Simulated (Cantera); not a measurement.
Charge: 1 mol FeS2, 23 mol H2, 0.051 mol H2O, held at 75.0 Torr.

These are equilibrium values from Cantera (NASA tables, ideal gas, pure condensed phases), not measurements of a reactor. Candidate condensed phases: Fe, FeO, Fe(OH)2, Fe(OH)3, FeS, FeSO4, FeS2, Fe2O3, Fe2(SO4)3, Fe3O4, H2O, H2SO4, S; 22 gas species. FeS: taken at fixed stoichiometry. Gases not in the tables: S3 to S7. Rates play no part.

Q: Which condensed phases are stable at each of these points (T (K)): 600, 800, 1000, 1200, 1400, 1600, 1800, 2000, 2200?

A: 
| T (K) | condensed phases | Fe condensed (%) |
|---|---|---|
| 600 | FeS(s) | 100.0 |
| 800 | FeS(s) | 100.0 |
| 1000 | FeS(s) | 100.0 |
| 1200 | FeS(s) | 100.0 |
| 1400 | FeS(s) | 100.0 |
| 1600 | FeS(l) | 100.0 |
| 1800 | FeS(l) | 99.4 |
| 2000 | Fe(l) | 91.3 |
| 2200 | Fe(l) | 31.1 |

From 600 K to 1400 K the condensed part is FeS(s). From 1600 K to 1800 K the condensed part is FeS(l). From 2000 K to 2200 K the condensed part is Fe(l).
